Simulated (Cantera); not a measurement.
A closed system holds: 1 mol Ta₂O₅, 1300 mol H₂, 2.7 mol H₂O, equilibrated at 1577 °C and 900000 Pa.

Cantera equilibrium calculation (NASA polynomials, part measured and part estimated; ideal gas, pure solids and liquids). Candidate condensed phases: H₂O, Ta, Ta₂O₅; 12 gas species. Kinetics and transport are ignored.

Base state: H₂ 0.998, H₂O 0.00207, H 0.000179 (mole fractions); condensed: Ta₂O₅(s).

What changes in the equilibrium state with this change: Ta₂O₅ replaced by V₂O₅?


```csv
species,before,after
H₂,0.998,0.995
H₂O,0.00207,0.00438
H,0.000179,0.000179
"Ta₂O₅(s), mol",1.000,0
"VO(s), mol",0,2.00
```
VO: taken at fixed stoichiometry. Further candidate phases: V, VO, V₂O₃, V₂O₄, V₂O₅.
